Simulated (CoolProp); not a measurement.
Values from CoolProp's reference Helmholtz-energy equation of state, Thol 2015.

Question: Give the vapour pressure (bar), liquid density (kg/m³), enthalpy of vaporisation (kJ/kg), vapour Z of saturated octamethylcyclotetrasiloxane (D4) at 126.35, 137.45, 203.85 °C.

Answer: 
| T (°C) | p (bar) | liquid density (kg/m³) | enthalpy of vaporisation (kJ/kg) | vapour Z |
|---|---|---|---|---|
| 126.35 | 0.236 | 831 | 149 | 0.974 |
| 137.45 | 0.340 | 817 | 145 | 0.966 |
| 203.85 | 1.96 | 724 | 119 | 0.875 |
